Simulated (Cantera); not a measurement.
What does this Cantera script print?

```python
import numpy as np
import cantera as ct

gas = ct.Solution("gri30.yaml")
gas.TPX = 1450, 100000, {'CO': 0.001, 'O2': 0.029, 'H2O': 0.035, 'N2': 1}
reactor = ct.IdealGasConstPressureReactor(gas, energy="off", clone=False)
net = ct.ReactorNet([reactor])
net.rtol, net.atol = 1e-08, 1e-18
show = ['CO', 'O2', 'H2O', 'O', 'H2', 'NO']
times = np.geomspace(9e-06, 2, 15)

steps = ct.SolutionArray(gas, extra=["t"])
rows = []
print(f"{'t/s':>10s}{'T/K':>9s}{'P/Pa':>11s}" + "".join(f"{s:>11s}" for s in show))
for t in times:
    while net.time < t:
        t_next = net.step()
        steps.append(gas.state, t=t_next)
    rows.append([np.interp(t, steps.t, y) for y in (steps.T, steps.P, *steps(*show).X.T)])
    print(f"{t:10.3e}{rows[-1][0]:9.1f}{rows[-1][1]:11.4g}" + "".join(f"{x:11.3e}" for x in rows[-1][2:]))
rate = np.gradient(steps.T, steps.t)
print("integrator steps:", len(steps.t))
if steps.T.max() > steps.T[0] + 200:
    print(f"time of steepest temperature rise: {steps.t[rate.argmax()]:.4e} s")
gas.TPX = 1450, 100000, {'CO': 0.001, 'O2': 0.029, 'H2O': 0.035, 'N2': 1}
gas.equilibrate("TP")
print(f"equilibrium (TP): T = {gas.T:.1f} K  " + "  ".join(f"{s} {gas[s].X[0]:.3e}" for s in show))
```

Result:

```
       t/s      T/K       P/Pa         CO         O2        H2O          O         H2         NO
 9.000e-06   1450.0      1e+05  9.390e-04  2.723e-02  3.286e-02  2.751e-10  8.200e-13  6.859e-18
 2.168e-05   1450.0      1e+05  9.390e-04  2.723e-02  3.286e-02  6.103e-10  8.101e-12  4.303e-17
 5.225e-05   1450.0      1e+05  9.390e-04  2.723e-02  3.286e-02  1.291e-09  6.847e-11  2.429e-16
 1.259e-04   1450.0      1e+05  9.390e-04  2.723e-02  3.286e-02  2.800e-09  5.353e-10  1.288e-15
 3.033e-04   1450.0      1e+05  9.389e-04  2.723e-02  3.286e-02  8.146e-09  4.477e-09  7.750e-15
 7.308e-04   1450.0      1e+05  9.386e-04  2.723e-02  3.286e-02  4.974e-08  5.480e-08  7.951e-14
 1.761e-03   1450.0      1e+05  9.220e-04  2.722e-02  3.285e-02  2.214e-06  2.612e-06  4.432e-12
 4.243e-03   1450.0      1e+05  2.435e-04  2.682e-02  3.270e-02  7.094e-05  4.470e-05  6.068e-09
 1.022e-02   1450.0      1e+05  1.740e-05  2.675e-02  3.282e-02  1.096e-05  6.816e-06  1.794e-08
 2.463e-02   1450.0      1e+05  1.357e-06  2.676e-02  3.286e-02  2.204e-06  1.305e-06  2.234e-08
 5.934e-02   1450.0      1e+05  8.754e-08  2.677e-02  3.287e-02  6.973e-07  4.012e-07  2.441e-08
 1.430e-01   1450.0      1e+05  1.613e-08  2.677e-02  3.287e-02  3.754e-07  2.166e-07  2.554e-08
 3.445e-01   1450.0      1e+05  1.307e-08  2.677e-02  3.287e-02  3.315e-07  1.921e-07  2.647e-08
 8.301e-01   1450.0      1e+05  1.302e-08  2.677e-02  3.287e-02  3.307e-07  1.916e-07  2.828e-08
 2.000e+00   1450.0      1e+05  1.302e-08  2.677e-02  3.287e-02  3.307e-07  1.916e-07  3.262e-08
integrator steps: 997
equilibrium (TP): T = 1450.0 K  CO 1.307e-08  O2 2.658e-02  H2O 3.287e-02  O 3.295e-07  H2 1.923e-07  NO 3.709e-04
```

Computed with Cantera and GRI-Mech 3.0 (53 species, 325 reactions).
